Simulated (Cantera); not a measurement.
Source: NASA polynomial tables (part measured, part estimated), evaluated in Cantera. Values are per mole of reaction as written; species without (g) are pure solids or liquids, kept so even where they would boil at 1 bar.

Problem. Between 423 and 2423 K, where is each reaction favourable under standard conditions?
- 3 V2O3 + 4 NO2(g) = 3 V2O5 + 2 N2O(g)
- V2O3 + N2O(g) = V2O4 + 2 N(g)

Solution. 
- 3 V2O3 + 4 NO2(g) = 3 V2O5 + 2 N2O(g): ΔG° is -790 kJ at 423 K and -311 kJ at 2423 K; it stays negative (K > 1). ΔH° is -1120 kJ and ΔS° -334 J/K at 2423 K.
- V2O3 + N2O(g) = V2O4 + 2 N(g): ΔG° is 614 kJ at 423 K and 308 kJ at 2423 K; it stays positive (K < 1). ΔH° is 685 kJ and ΔS° 156 J/K at 2423 K.
